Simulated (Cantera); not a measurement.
What does this Cantera script print?

```python
import numpy as np
import cantera as ct

gas = ct.Solution("gri30.yaml")
gas.TPX = 1223, 670, {'C2H6': 1, 'N2': 4, 'H2O': 0.028}
reactor = ct.IdealGasConstPressureReactor(gas, energy="off", clone=False)
net = ct.ReactorNet([reactor])
net.rtol, net.atol = 1e-08, 1e-18
show = ['C2H6', 'H', 'HCN', 'H2', 'C2H']
times = np.geomspace(1e-05, 20, 9)

steps = ct.SolutionArray(gas, extra=["t"])
rows = []
print(f"{'t/s':>10s}{'T/K':>9s}{'P/Pa':>11s}" + "".join(f"{s:>11s}" for s in show))
for t in times:
    while net.time < t:
        t_next = net.step()
        steps.append(gas.state, t=t_next)
    rows.append([np.interp(t, steps.t, y) for y in (steps.T, steps.P, *steps(*show).X.T)])
    print(f"{t:10.3e}{rows[-1][0]:9.1f}{rows[-1][1]:11.4g}" + "".join(f"{x:11.3e}" for x in rows[-1][2:]))
rate = np.gradient(steps.T, steps.t)
print("integrator steps:", len(steps.t))
if steps.T.max() > steps.T[0] + 200:
    print(f"time of steepest temperature rise: {steps.t[rate.argmax()]:.4e} s")
gas.TPX = 1223, 670, {'C2H6': 1, 'N2': 4, 'H2O': 0.028}
gas.equilibrate("TP")
print(f"equilibrium (TP): T = {gas.T:.1f} K  " + "  ".join(f"{s} {gas[s].X[0]:.3e}" for s in show))
```

Result:

```
       t/s      T/K       P/Pa       C2H6          H        HCN         H2        C2H
 1.000e-05   1223.0        670  1.989e-01  6.895e-11  5.022e-24  1.787e-11  1.918e-33
 6.132e-05   1223.0        670  1.989e-01  8.777e-10  1.112e-21  9.670e-10  1.651e-28
 3.761e-04   1223.0        670  1.989e-01  4.198e-08  1.174e-18  2.555e-07  4.996e-23
 2.306e-03   1223.0        670  1.987e-01  1.412e-06  6.935e-14  5.722e-05  8.017e-17
 1.414e-02   1223.0        670  1.922e-01  1.122e-05  8.930e-11  4.269e-03  3.796e-12
 8.672e-02   1223.0        670  1.282e-01  1.784e-05  6.246e-10  4.607e-02  1.316e-10
 5.318e-01   1223.0        670  9.062e-03  1.903e-05  1.017e-09  1.324e-01  7.537e-10
 3.261e+00   1223.0        670  1.027e-04  2.796e-06  1.016e-09  1.640e-01  2.038e-10
 2.000e+01   1223.0        670  6.209e-06  8.240e-07  9.921e-10  1.840e-01  7.652e-11
integrator steps: 1370
equilibrium (TP): T = 1223.0 K  C2H6 3.151e-07  H 1.944e-06  HCN 8.201e-02  H2 2.763e-01  C2H 1.497e-10
```

Cantera simulation using GRI-Mech 3.0 (53 species, 325 reactions); the numbers are that mechanism's predictions, not measurements. GRI-Mech 3.0 stops at C3 and has no aromatics, soot or wall deposition, so with more carbon than oxygen in the feed, carbon stays in small species such as C2H2 where larger ones or solid carbon would form. Radical loss at walls, strong at low pressure, is not modelled.
